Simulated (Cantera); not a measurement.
Input (Python, Cantera):

```python
import numpy as np
import cantera as ct

gas = ct.Solution("gri30.yaml")
gas.TPX = 1475, 640000, {'CH4': 1, 'O2': 3.17, 'N2': 11.9}
reactor = ct.IdealGasConstPressureReactor(gas, energy="on", clone=False)
net = ct.ReactorNet([reactor])
net.rtol, net.atol = 1e-08, 1e-16
show = ['CH4', 'O2', 'CH2', 'C2H', 'C2H4']
times = np.geomspace(2e-06, 0.2, 14)

steps = ct.SolutionArray(gas, extra=["t"])
rows = []
print(f"{'t/s':>10s}{'T/K':>9s}{'P/Pa':>11s}" + "".join(f"{s:>11s}" for s in show))
for t in times:
    while net.time < t:
        t_next = net.step()
        steps.append(gas.state, t=t_next)
    rows.append([np.interp(t, steps.t, y) for y in (steps.T, steps.P, *steps(*show).X.T)])
    print(f"{t:10.3e}{rows[-1][0]:9.1f}{rows[-1][1]:11.4g}" + "".join(f"{x:11.3e}" for x in rows[-1][2:]))
rate = np.gradient(steps.T, steps.t)
print("integrator steps:", len(steps.t))
if steps.T.max() > steps.T[0] + 200:
    print(f"time of steepest temperature rise: {steps.t[rate.argmax()]:.4e} s")
gas.TPX = 1475, 640000, {'CH4': 1, 'O2': 3.17, 'N2': 11.9}
gas.equilibrate("HP")
print(f"equilibrium (HP): T = {gas.T:.1f} K  " + "  ".join(f"{s} {gas[s].X[0]:.3e}" for s in show))
```

Result:

```
       t/s      T/K       P/Pa        CH4         O2        CH2        C2H       C2H4
 2.000e-06   1475.0    6.4e+05  6.223e-02  1.973e-01  4.186e-14  4.950e-26  5.124e-12
 4.849e-06   1475.0    6.4e+05  6.223e-02  1.973e-01  2.476e-13  5.274e-24  1.048e-10
 1.176e-05   1475.0    6.4e+05  6.222e-02  1.973e-01  2.081e-12  7.646e-22  2.351e-09
 2.850e-05   1475.0    6.4e+05  6.219e-02  1.972e-01  2.689e-11  2.068e-19  7.285e-08
 6.910e-05   1475.6    6.4e+05  6.197e-02  1.971e-01  3.298e-10  1.032e-16  2.640e-06
 1.675e-04   1483.4    6.4e+05  6.025e-02  1.960e-01  2.637e-09  5.084e-14  5.911e-05
 4.062e-04   2619.8    6.4e+05  1.813e-17  7.160e-02  8.384e-17  1.071e-22  1.504e-26
 9.848e-04   2614.0    6.4e+05  1.759e-17  6.983e-02  7.828e-17  9.679e-23  1.412e-26
 2.388e-03   2605.3    6.4e+05  1.678e-17  6.718e-02  7.024e-17  8.274e-23  1.279e-26
 5.789e-03   2599.0    6.4e+05  1.621e-17  6.530e-02  6.482e-17  7.378e-23  1.189e-26
 1.403e-02   2598.0    6.4e+05  1.612e-17  6.500e-02  6.397e-17  7.241e-23  1.175e-26
 3.403e-02   2598.0    6.4e+05  1.612e-17  6.499e-02  6.396e-17  7.240e-23  1.175e-26
 8.249e-02   2598.0    6.4e+05  1.612e-17  6.499e-02  6.396e-17  7.240e-23  1.175e-26
 2.000e-01   2598.0    6.4e+05  1.612e-17  6.499e-02  6.396e-17  7.240e-23  1.175e-26
integrator steps: 1915
time of steepest temperature rise: 2.9191e-04 s
equilibrium (HP): T = 2598.0 K  CH4 2.287e-17  O2 6.499e-02  CH2 8.961e-17  C2H 8.007e-23  C2H4 1.415e-26
```

Cantera simulation using GRI-Mech 3.0 (53 species, 325 reactions); the numbers are that mechanism's predictions, not measurements.
